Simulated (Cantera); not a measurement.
Input (Python, Cantera):

```python
import numpy as np
import cantera as ct

gas = ct.Solution("h2o2.yaml")
gas.TPX = 1325, 2666, {'H2': 0.022, 'O2': 1}
reactor = ct.IdealGasConstPressureReactor(gas, energy="off", clone=False)
net = ct.ReactorNet([reactor])
net.rtol, net.atol = 1e-08, 1e-18
show = ['H2', 'O2', 'H', 'OH', 'O']
times = np.geomspace(0.0001, 10, 13)

steps = ct.SolutionArray(gas, extra=["t"])
rows = []
print(f"{'t/s':>10s}{'T/K':>9s}{'P/Pa':>11s}" + "".join(f"{s:>11s}" for s in show))
for t in times:
    while net.time < t:
        t_next = net.step()
        steps.append(gas.state, t=t_next)
    rows.append([np.interp(t, steps.t, y) for y in (steps.T, steps.P, *steps(*show).X.T)])
    print(f"{t:10.3e}{rows[-1][0]:9.1f}{rows[-1][1]:11.4g}" + "".join(f"{x:11.3e}" for x in rows[-1][2:]))
rate = np.gradient(steps.T, steps.t)
print("integrator steps:", len(steps.t))
if steps.T.max() > steps.T[0] + 200:
    print(f"time of steepest temperature rise: {steps.t[rate.argmax()]:.4e} s")
gas.TPX = 1325, 2666, {'H2': 0.022, 'O2': 1}
gas.equilibrate("TP")
print(f"equilibrium (TP): T = {gas.T:.1f} K  " + "  ".join(f"{s} {gas[s].X[0]:.3e}" for s in show))
```

It prints:

```
       t/s      T/K       P/Pa         H2         O2          H         OH          O
 1.000e-04   1325.0       2666  2.153e-02  9.785e-01  1.246e-08  3.672e-08  4.310e-08
 2.610e-04   1325.0       2666  2.153e-02  9.785e-01  7.487e-08  2.847e-07  3.598e-07
 6.813e-04   1325.0       2666  2.148e-02  9.784e-01  5.810e-06  2.301e-05  2.957e-05
 1.778e-03   1325.0       2666  9.646e-04  9.602e-01  1.887e-03  3.362e-03  1.560e-02
 4.642e-03   1325.0       2666  1.660e-04  9.605e-01  1.250e-03  2.219e-03  1.625e-02
 1.212e-02   1325.0       2666  1.383e-04  9.636e-01  9.375e-04  2.028e-03  1.337e-02
 3.162e-02   1325.0       2666  9.052e-05  9.687e-01  4.856e-04  1.645e-03  8.587e-03
 8.254e-02   1325.0       2666  3.912e-05  9.740e-01  1.349e-04  1.085e-03  3.638e-03
 2.154e-01   1325.0       2666  1.071e-05  9.770e-01  1.910e-05  5.693e-04  9.844e-04
 5.623e-01   1325.0       2666  2.252e-06  9.779e-01  1.840e-06  2.619e-04  2.063e-04
 1.468e+00   1325.0       2666  4.672e-07  9.781e-01  1.744e-07  1.196e-04  4.282e-05
 3.831e+00   1325.0       2666  1.115e-07  9.782e-01  2.043e-08  5.858e-05  1.024e-05
 1.000e+01   1325.0       2666  3.433e-08  9.782e-01  3.509e-09  3.256e-05  3.163e-06
integrator steps: 1718
equilibrium (TP): T = 1325.0 K  H2 1.819e-08  O2 9.782e-01  H 1.360e-09  OH 2.372e-05  O 1.679e-06
```

Model: the H2/O2 subset of GRI-Mech 3.0, which has no nitrogen chemistry, integrated in Cantera. Radical loss at walls, strong at low pressure, is not modelled.
